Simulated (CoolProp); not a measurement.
The numbers come from the reference Helmholtz-energy equation of state, Akasaka 2015 in CoolProp.

### Question
For R245fa, give the phase and the cp (kJ/(kg K)), expansivity (1/kK) at 300 K and 9.95 bar.

### Answer
- 300 K and 9.95 bar: liquid; cp 1.32, expansivity 2.03
